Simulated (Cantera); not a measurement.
Mixture: H2 : O2 : N2 = 1 : 0.617 : 2.32 (molar parts), equivalence ratio 0.81, at 5.90 bar, adiabatic and at constant pressure. Ignition delay is the time to a rise of 400 K.

Cantera simulation using the H2/O2 subset of GRI-Mech 3.0, which has no nitrogen chemistry; the numbers are that mechanism's predictions, not measurements. The hydrogen kinetics of GRI-Mech 3.0 are dated; newer H2 mechanisms differ, most at raised pressure.

### Question
What does this change do: 0.12 parts H2O added?

### Answer
```csv
quantity,before,after
delay at 1025 K,6.00 ms,7.08 ms
delay at 1100 K,0.704 ms,1.10 ms
delay at 1175 K,28.7 µs,0.101 ms
delay at 1250 K,8.93 µs,12.0 µs
delay at 1325 K,5.16 µs,5.96 µs
delay at 1400 K,3.54 µs,3.88 µs
apparent activation energy between 1250 and 1400 K,90 kJ/mol,110 kJ/mol
```
